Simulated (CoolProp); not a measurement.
R1132(E) along the isotherm 91.45 °C: fugacity coefficient from the reference equation and from simpler models built on Tc = 75.7 °C, pc = 51.74 bar, ω = 0.245; each cubic takes its own stable root.

Model: reference Helmholtz-energy equation of state, Akasaka 2024, in CoolProp.

```json
[
 {"p (bar)": "2.35", "phase": "gas", "reference": "0.9865"},
 {"p (bar)": "4.7", "phase": "gas", "reference": "0.9730"},
 {"p (bar)": "7.06", "phase": "gas", "reference": "0.9596"},
 {"p (bar)": "9.41", "phase": "gas", "reference": "0.9463"},
 {"p (bar)": "11.8", "phase": "gas", "reference": "0.9328"},
 {"p (bar)": "14.1", "phase": "gas", "reference": "0.9199"},
 {"p (bar)": "16.5", "phase": "gas", "reference": "0.9065"},
 {"p (bar)": "18.8", "phase": "gas", "reference": "0.8937"},
 {"p (bar)": "21.2", "phase": "gas", "reference": "0.8804"},
 {"p (bar)": "23.5", "phase": "gas", "reference": "0.8677"},
 {"p (bar)": "25.9", "phase": "gas", "reference": "0.8544"}
]
```

Problem. How far does each simpler model (van der Waals, Redlich-Kwong, Peng-Robinson) lie from the reference over these 11 states: mean and median of the absolute difference, and the worst?

Solution. 
- van der Waals: mean 0.9 %, median 0.9 %, worst +1.6 % at 91.45 °C and 25.9 bar
- Redlich-Kwong: mean 0.0 %, median 0.0 %, worst -0.0 % at 91.45 °C and 23.5 bar
- Peng-Robinson: mean 0.8 %, median 0.8 %, worst -1.4 % at 91.45 °C and 25.9 bar
